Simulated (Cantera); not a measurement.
Mixture: C2H4 : O2 : N2 : H2O = 1 : 3.57 : 13.4 : 2.8 (molar parts), equivalence ratio 0.84, at 0.360 bar, adiabatic and at constant volume. Ignition delay is the time to a rise of 400 K.

Detailed kinetics in Cantera: GRI-Mech 3.0 (53 species, 325 reactions). GRI-Mech 3.0 was tuned for natural gas; its chemistry of ethylene as a main component is partial and can be far from experiment. Where the delays flatten at high temperature, the 400 K rule measures the pace of heat release, not the induction time.

| quantity | before | after |
|---|---|---|
| delay at 1225 K | 0.371 ms | 0.273 ms |
| delay at 1375 K | 0.133 ms | 55.5 µs |
| delay at 1525 K | 70.8 µs | 26.7 µs |
| delay at 1675 K | 43.7 µs | 16.0 µs |
| delay at 1825 K | 29.1 µs | 10.5 µs |
| apparent activation energy between 1675 and 1825 K | 69 kJ/mol | 71 kJ/mol |

Problem. Name the change that produced these shifts.
(A) pressure from 0.360 bar to 1.01 bar
(B) pressure from 0.360 bar to 0.490 bar
(C) pressure from 0.360 bar to 10.0 bar
(D) C2H4 1 to 2 parts

Solution. A, pressure from 0.360 bar to 1.01 bar
